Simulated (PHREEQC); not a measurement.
Solution (64 °C): 0.013 mol/kgw Rb2SO4. Closed to the air; pH follows from the charge balance.

Equilibrium calculation in PHREEQC: ion-association model, wateq4f.dat.

The ionic strength is 0.0390 mol/kgw.

| species | molality | activity | log γ |
|---|---|---|---|
| Rb+ | 0.0260 | 0.0214 | -0.084 |
| SO4-2 | 0.0130 | 0.00610 | -0.328 |
| OH- | 6.54e-7 | 5.34e-7 | -0.088 |
| HSO4- | 4.04e-7 | 3.33e-7 | -0.084 |
| H+ | 2.50e-7 | 2.14e-7 | -0.068 |

Precipitation was switched off in this run. At this temperature some constants are extrapolated from 25 °C, and those without enthalpy data are left unchanged.
